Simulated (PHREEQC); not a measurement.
Ca(OH)2 is added in steps, without added water, to 1 kg of water holding 7.4 mmol/kgw Ca(HCO3)2, 0.76 mmol/kgw HF and 18 mmol/kgw NH4HS, at 20 °C. No oxygen is let in. No CO2 enters from the air. Only these solids could form: Calcite, Fluorite, Portlandite.

Base run: PHREEQC, ion-association model, wateq4f.dat. Each further column changes one thing. The table gives C in solution (mol/kgw).

| Ca(OH)2 added (mol) | base | all activity coefficients set to 1 | Davies equation for every ion | database phreeqc.dat | metal-ligand complexes left out |
|---|---|---|---|---|---|
| 0 | 0.00889 | 0.00836 | 0.00891 | 0.00889 | 0.00884 |
| 0.001594 | 0.00716 | 0.00669 | 0.00718 | 0.00716 | 0.00712 |
| 0.003187 | 0.00544 | 0.00503 | 0.00546 | 0.00544 | 0.00541 |
| 0.005313 | 0.00316 | 0.00284 | 0.00318 | 0.00316 | 0.00314 |
| 0.006906 | 0.00153 | 0.00128 | 0.00154 | 0.00152 | 0.00152 |
| 0.0085 | 0.000362 | 0.000228 | 0.000369 | 0.000359 | 0.000354 |
| 0.01009 | 7.34e-5 | 4.09e-5 | 7.53e-5 | 7.25e-5 | 6.70e-5 |
| 0.01169 | 2.70e-5 | 1.61e-5 | 2.76e-5 | 2.67e-5 | 2.11e-5 |
| 0.01381 | 1.21e-5 | 8.48e-6 | 1.24e-5 | 1.20e-5 | 6.57e-6 |
| 0.01541 | 8.40e-6 | 6.63e-6 | 8.53e-6 | 8.38e-6 | 2.97e-6 |
| 0.017 | 6.87e-6 | 5.88e-6 | 6.95e-6 | 6.88e-6 | 1.50e-6 |

The polysulfide entries of wateq4f.dat were taken out for this run.  phreeqc.dat and wateq4f.dat share most of their constants, so their agreement is no independent check. Solids allowed in the column 'database phreeqc.dat': Calcite, Fluorite.
